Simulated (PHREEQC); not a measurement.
Solution (25 °C): 92 mmol/kgw Mn(NO3)2. Closed to the air; pH follows from the charge balance.

All values are PHREEQC results (ion-association model, wateq4f.dat), not measurements.

### Question
The ionic strength comes out as 0.272 mol/kgw. What activity coefficients do Mn+2, MnOH+, NO3-, H+ get?

### Answer
Mn+2 0.30, MnOH+ 0.72, NO3- 0.67, H+ 0.79.

This is a speciation only: nothing precipitates in the calculation. Species that the database lacks are ignored.
